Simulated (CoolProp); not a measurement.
Saturated liquid density (kg/m³) of R123: the reference equation beside estimates from Tc = 456.8 K, pc = 3.662 MPa, ω = 0.282. Rackett uses Z = 0.29056 − 0.08775 ω.

Model: reference Helmholtz-energy equation of state, Younglove 1994, in CoolProp. It is a modified Benedict-Webb-Rubin equation, recast in Helmholtz form.

```csv
T (K),reference,Rackett,van der Waals,Redlich-Kwong,Soave-Redlich-Kwong,Peng-Robinson
333.9,1368,1379,818.2,1178,1236,1400
342,1345,1355,(withheld),1153,1211,(withheld)
350.1,1320,(withheld),789.4,1127,1186,1345
358.1,1296,1305,774.3,1100,1159,1315
366.2,1270,1278,758.4,1071,1130,(withheld)
374.3,1243,1250,741.6,1041,1099,1248
382.4,1215,1221,724.0,1009,1067,1211
390.5,1185,1190,705.3,975.5,1032,1171
398.6,1153,1157,685.4,939.7,994.5,1128
406.6,1119,1123,664.3,901.9,954.4,1082
414.7,1081,1084,641.2,860.5,910.0,1030
422.8,1039,1042,615.6,815.2,860.8,972.9
430.9,990.6,994.3,586.8,764.6,805.2,907.5
439,932.7,937.1,553.1,706.0,740.1,830.8
447.1,856.3,862.2,510.7,633.5,658.7,734.3
```

Task: Some entries are withheld; supply them.

Result: 
- 342, van der Waals: 804.1
- 342, Peng-Robinson: 1373
- 350.1, Rackett: 1330
- 366.2, Peng-Robinson: 1282

Absolute difference from the reference over all 15 rows, mean and median: Rackett 0.5 and 0.5 %, van der Waals 40.5 and 40.4 %, Redlich-Kwong 18.5 and 17.7 %, Soave-Redlich-Kwong 14.1 and 12.9 %, Peng-Robinson 4.1 and 2.2 %.
